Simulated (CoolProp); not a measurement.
Isobutane at 312.63 K and 1.03 MPa is throttled through a valve to 0.209 MPa with no heat exchange. Each further row changes one setting.

Computed with CoolProp (reference Helmholtz-energy equation of state, Bücker 2006).

| case | temperature change (K) | final phase | final density (kg/m³) |
|---|---|---|---|
| as stated | … | two-phase, vapour fraction 0.219 | … |
| outlet pressure 0.0627 MPa | -62.9 | … | … |
| outlet pressure 0.272 MPa | … | two-phase, vapour fraction 0.167 | 40.3 |

**Question.** Complete the blanks.

**Answer.** 
- as stated, temperature change (K): -31.1
- as stated, final density (kg/m³): 24.6
- outlet pressure 0.0627 MPa, final phase: two-phase, vapour fraction 0.392
- outlet pressure 0.0627 MPa, final density (kg/m³): 4.59
- outlet pressure 0.272 MPa, temperature change (K): -22.9
